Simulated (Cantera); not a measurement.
Feed: 1 mol HCl, 2.3 mol H2, 1.4 mol O2, equilibrated at 2725 K and 2.30 bar.

Equilibrium computed with Cantera from the NASA thermochemical tables; the gas is ideal and each condensed phase is pure. Candidate condensed phases: H2O; 14 gas species. Rates play no part.

Base state: H2O 0.592, HCl 0.229, O2 0.0588, Cl 0.0405, OH 0.0396, H2 0.0261, H 0.00664, O 0.00641 (mole fractions); condensed: gas only.

Q: What changes in the equilibrium state with this change: H2 from 2.3 to 3.6 mol?

A: 
```json
[
 {"species": "H2O", "before": "0.592", "after": "0.576"},
 {"species": "HCl", "before": "0.229", "after": "0.199"},
 {"species": "H2", "before": "0.0261", "after": "0.178"},
 {"species": "O2", "before": "0.0588", "after": "0.00119"},
 {"species": "Cl", "before": "0.0405", "after": "0.0134"},
 {"species": "OH", "before": "0.0396", "after": "0.0147"},
 {"species": "H", "before": "0.00664", "after": "0.0174"},
 {"species": "ClO", "before": "0.000149", "after": "7.02e-6"},
 {"species": "HO2", "before": "2.83e-5", "after": "1.49e-6"},
 {"species": "Cl2", "before": "0.000117", "after": "1.28e-5"},
 {"species": "HOCl", "before": "4.75e-5", "after": "5.84e-6"},
 {"species": "O", "before": "0.00641", "after": "0.000910"}
]
```

Q: What changes in the equilibrium state with this change: pressure from 2.30 bar to 0.000460 bar?

A: 
```tsv
species	before	after
H	0.00664	0.539
O	0.00641	0.258
Cl	0.0405	0.107
H2O	0.592	0.00629
HCl	0.229	0.00986
O2	0.0588	0.0190
OH	0.0396	0.0259
H2	0.0261	0.0344
HOCl	4.75e-5	1.64e-8
Cl2	0.000117	1.64e-7
HO2	2.83e-5	1.49e-7
ClO	0.000149	3.18e-6
```
